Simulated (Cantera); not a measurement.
Feed: 1 mol SiCl4, 2.9 mol N2, held at 950 K and 13.3 mbar.

Method: chemical equilibrium by Gibbs-energy minimisation in Cantera with the NASA 1993 tables (ideal gas, pure condensed phases). Candidate condensed phases: Si, Si3N4; 13 gas species. Rates play no part.

Base state: N2 0.744, SiCl4 0.256 (mole fractions); condensed: gas only.

Question: What changes in the equilibrium state with this change: SiCl4 replaced by Si2Cl6?

Answer: 
```csv
species,before,after
N2,0.744,0.631
SiCl4,0.256,0.369
SiCl3,7.75e-7,9.77e-5
"Si3N4(s), mol",0,0.167
```
The feed counts by its element totals alone. N2 is the only nitrogen source here; it is nearly inert below about 1500 K, so the nitride shown seldom forms there in practice. The tables' values for SiCl3 are old estimates; treat these amounts as uncertain.
